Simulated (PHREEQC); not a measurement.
Model water analysis in mg/L, 25 °C, pH 6.8, pe 10:

```csv
constituent,mg/L
Na,0.111
K,0.000362
Ca,0.466
Mg,0.361
Cl,1.21
S(6) as SO4,0.137
Alkalinity as HCO3,1.29
Si as SiO2,0.00811
O(0) (dissolved oxygen),0.00399
```

Valence states are taken as typed.

All values are PHREEQC results (ion-association model, phreeqc.dat), not measurements.

No solid was allowed to form.

### Question
Predict the charge-balance error.

### Answer
charge-balance error -0.3 %.

### Question
In which forms is C present?

### Answer
HCO3- 74 %, CO2 26 % of the C.
